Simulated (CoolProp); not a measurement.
A single-stage vapour-compression cycle with hydrogen sulfide: evaporating at 311.15 K (dew point), condensing at 337.15 K (bubble point), superheat 10 K, subcooling 2 K, compressor efficiency 0.75, no pressure losses. Each further row changes one setting.

Values from CoolProp's reference Helmholtz-energy equation of state, Lemmon 2006. It is a short technical equation, of lower accuracy than the large ones.

| case | cooling COP | pressure ratio | discharge temperature (K) | refrigerating effect (kJ/kg) | volumetric capacity (kJ/m³) |
|---|---|---|---|---|---|
| as stated | … | 1.72 | 378.4 | 342 | 14900 |
| evaporating temperature 316.15 K | 9.03 | 1.54 | 371.6 | 342 | 16700 |
| condensing temperature 332.15 K | 9.06 | … | 367.5 | … | 15400 |
| subcooling 7 K | 7.34 | 1.72 | 378.4 | … | 15500 |
| superheat 20 K | … | 1.72 | … | 357 | 14600 |
| compressor efficiency 0.65 | 6.12 | 1.72 | 383.4 | 342 | 14900 |

Question: Fill in the missing entries.

Answer: 
- as stated, cooling COP: 7.06
- condensing temperature 332.15 K, pressure ratio: 1.56
- condensing temperature 332.15 K, refrigerating effect (kJ/kg): 355
- subcooling 7 K, refrigerating effect (kJ/kg): 356
- superheat 20 K, cooling COP: 6.93
- superheat 20 K, discharge temperature (K): 390.4
